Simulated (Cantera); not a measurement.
A closed system holds: 1 mol HMDSO, 0.32 mol H2O, equilibrated at 275 °C and 0.133 bar.

Method: chemical equilibrium by Gibbs-energy minimisation in Cantera with the NASA 1993 tables (ideal gas, pure condensed phases). Candidate condensed phases: C, C6H6, C7H8, C8H18, H2O, Si, SiC, SiO2; 123 gas species. The feed counts by its element totals alone. Equilibrium is a limit: real reactors are often held back by kinetics, nucleation or transport.

Base state: CH4 0.879, H2 0.121 (mole fractions); condensed: C(graphite) + SiC(s) + SiO2(α-quartz).

Q: What changes in the equilibrium state with this change: H2O from 0.32 to 23 mol?

A: 
```json
[
 {"species": "H2O", "before": "<1e-9", "after": "0.680"},
 {"species": "CH4", "before": "0.879", "after": "0.194"},
 {"species": "H2", "before": "0.121", "after": "0.100"},
 {"species": "CO2", "before": "<1e-9", "after": "0.0251"},
 {"species": "CO", "before": "<1e-9", "after": "6.24e-5"},
 {"species": "C(graphite), mol", "before": "0.300", "after": "0"},
 {"species": "SiC(s), mol", "before": "1.34", "after": "0"},
 {"species": "SiO2(α-quartz), mol", "before": "0.660", "after": "2.00"}
]
```

Q: What changes in the equilibrium state with this change: temperature from 275 °C to 925 °C?

A: 
```tsv
species	before	after
H2	0.121	0.997
CH4	0.879	0.00212
CO	<1e-9	0.000390
C(graphite), mol	0.300	4.63
SiC(s), mol	1.34	1.34
SiO2(α-quartz), mol	0.660	0
SiO2(β-quartz), mol	0	0.658
```
Mutual solubility and eutectic melting of coexisting phases are not modelled. The tables hold silica as quartz up to 1696 K and as liquid above; real silica turns to tridymite and cristobalite and melts near 1996 K.
